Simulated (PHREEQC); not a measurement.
## Polishing slurry liquid

Dissolve 7.8 mmol/kgw KOH, 6.5 mmol/kgw KNO3 and 0.4 mmol/kgw CO2 at 35 °C. Closed to the air; pH follows from the charge balance.

Equilibrium calculation in PHREEQC: ion-association model, phreeqc.dat.

Precipitation was switched off in this run.

**Question.** What pH does the model give?

**Answer.** pH 11.47.

**Question.** In which forms is C present?

**Answer.** CO3-2 96 %, HCO3- 4.1 % of the C.

Complexes and solids missing from the database can't appear.
